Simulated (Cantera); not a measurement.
**Transport properties of process gases**

Gas mixture: 8.11 % O2, 91.9 % CO2, at 1.05 Torr, frozen composition.

Cantera's kinetic-theory transport with the Lennard-Jones parameters of GRI-Mech 3.0, ideal gas; thermal conductivity in the multicomponent form.

```json
[
 {"T (K)": "400", "ρ (kg/m³)": "0.00181", "cp (J/kg/K)": "938.1", "μ (µPa s)": "20.1", "λ (mW/m/K)": "25.9", "Pr": "0.729", "D (cm²/s) H2O": "212", "D (cm²/s) CH3": "218", "D (cm²/s) H2": "803"},
 {"T (K)": "500", "ρ (kg/m³)": "0.00145", "cp (J/kg/K)": "1011", "μ (µPa s)": "24.4", "λ (mW/m/K)": "33.7", "Pr": "0.731", "D (cm²/s) H2O": "329", "D (cm²/s) CH3": "326", "D (cm²/s) H2": "1180"},
 {"T (K)": "600", "ρ (kg/m³)": "0.00121", "cp (J/kg/K)": "1072", "μ (µPa s)": "28.3", "λ (mW/m/K)": "41.4", "Pr": "0.731", "D (cm²/s) H2O": "467", "D (cm²/s) CH3": "449", "D (cm²/s) H2": "1600"},
 {"T (K)": "700", "ρ (kg/m³)": "0.00104", "cp (J/kg/K)": "1121", "μ (µPa s)": "31.9", "λ (mW/m/K)": "48.8", "Pr": "0.731", "D (cm²/s) H2O": "626", "D (cm²/s) CH3": "588", "D (cm²/s) H2": "2080"},
 {"T (K)": "800", "ρ (kg/m³)": "0.000906", "cp (J/kg/K)": "1162", "μ (µPa s)": "35.2", "λ (mW/m/K)": "56.0", "Pr": "0.731", "D (cm²/s) H2O": "802", "D (cm²/s) CH3": "741", "D (cm²/s) H2": "2600"},
 {"T (K)": "900", "ρ (kg/m³)": "0.000805", "cp (J/kg/K)": "1196", "μ (µPa s)": "38.4", "λ (mW/m/K)": "62.8", "Pr": "0.731", "D (cm²/s) H2O": "995", "D (cm²/s) CH3": "906", "D (cm²/s) H2": "3160"},
 {"T (K)": "1000", "ρ (kg/m³)": "0.000725", "cp (J/kg/K)": "1226", "μ (µPa s)": "41.4", "λ (mW/m/K)": "69.5", "Pr": "0.731", "D (cm²/s) H2O": "1200", "D (cm²/s) CH3": "1080", "D (cm²/s) H2": "3770"},
 {"T (K)": "1100", "ρ (kg/m³)": "0.000659", "cp (J/kg/K)": "1249", "μ (µPa s)": "44.3", "λ (mW/m/K)": "75.8", "Pr": "0.731", "D (cm²/s) H2O": "1430", "D (cm²/s) CH3": "1280", "D (cm²/s) H2": "4420"}
]
```
D: mixture-averaged diffusion coefficient of that species in the mixture.
